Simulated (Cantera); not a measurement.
Charge: 1 mol Si, 0.0028 mol H₂O, 3.3 mol H₂, equilibrated at 22.0 mbar.

Equilibrium computed with Cantera from the NASA thermochemical tables; the gas is ideal and each condensed phase is pure. Candidate condensed phases: H₂O, Si, SiO₂; 18 gas species. Gases not in the tables: Si₂H₆ and higher silanes. Rates play no part.

Question: At 2073 K, list the 6 most abundant gas species with their mole fractions, and the condensed phases.

Answer: H₂ 0.977, H 0.0175, Si 0.00453, SiO 0.000836, SiH 0.000382, SiH₂ 0.000155. Condensed: Si(l).
